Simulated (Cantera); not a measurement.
Charge: 1 mol MgO, 1.1 mol HBr, at 1602 °C and 1.33 mbar.

These are equilibrium values from Cantera (NASA tables, ideal gas, pure condensed phases), not measurements of a reactor. Candidate condensed phases: Br2, H2O, Mg, MgBr2, MgO, Mg(OH)2; 20 gas species. Equilibrium is a limit: real reactors are often held back by kinetics, nucleation or transport.

Base state: Br 0.347, HBr 0.243, H2 0.164, H2O 0.119, MgBr2 0.110, MgBr 0.00736, H 0.00727, Mg 0.00232 (mole fractions); condensed: MgO(s).

Problem. What changes in the equilibrium state with this change: temperature from 1602 °C to 600 °C?

Solution. 
```tsv
species	before	after
HBr	0.243	0.988
H2O	0.119	0.00574
MgBr2	0.110	0.00574
Br	0.347	0.000380
H2	0.164	0.000370
MgBr	0.00736	<1e-9
H	0.00727	<1e-9
Mg	0.00232	<1e-9
OH	0.000412	<1e-9
MgO(s), mol	0.839	0.994
```
